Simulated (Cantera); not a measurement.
An adiabatic, constant-volume homogeneous reactor starts with CO : H2 : CH4 : O2 : N2 = 1 : 0.08 : 0.56 : 2.48 : 9.32 (molar parts), equivalence ratio 0.67, at 1100 K and 1000000 Pa. Integrator tolerance rtol = 1e-08.

Computed with Cantera and GRI-Mech 3.0 (53 species, 325 reactions).

Problem. What does this change do: constant pressure in place of constant volume?

Solution. 
| quantity | before | after |
|---|---|---|
| time of steepest temperature rise | 4.05 ms | 4.32 ms |
| temperature at 0.400 s | 2723 K | 2474 K |
| equilibrium temperature | 2723 K | 2474 K |
| x(CO) at 0.400 s | 0.0102 (gas-phase equilibrium 0.0102) | 0.00487 (gas-phase equilibrium 0.00487) |
| x(H2) at 0.400 s | 0.00119 (gas-phase equilibrium 0.00119) | 0.000615 (gas-phase equilibrium 0.000615) |
| x(CH4) at 0.400 s | <1e-12 (gas-phase equilibrium <1e-12) | <1e-12 (gas-phase equilibrium <1e-12) |
| x(NO2) at 0.400 s | 3.01e-5 (gas-phase equilibrium 3.01e-5) | 1.69e-5 (gas-phase equilibrium 1.69e-5) |
| x(H2O) at 0.400 s | 0.0866 (gas-phase equilibrium 0.0866) | 0.0893 (gas-phase equilibrium 0.0893) |
| x(O) at 0.400 s | 0.00196 (gas-phase equilibrium 0.00196) | 0.000983 (gas-phase equilibrium 0.000983) |
| x(O2) at 0.400 s | 0.0575 (gas-phase equilibrium 0.0575) | 0.0587 (gas-phase equilibrium 0.0587) |
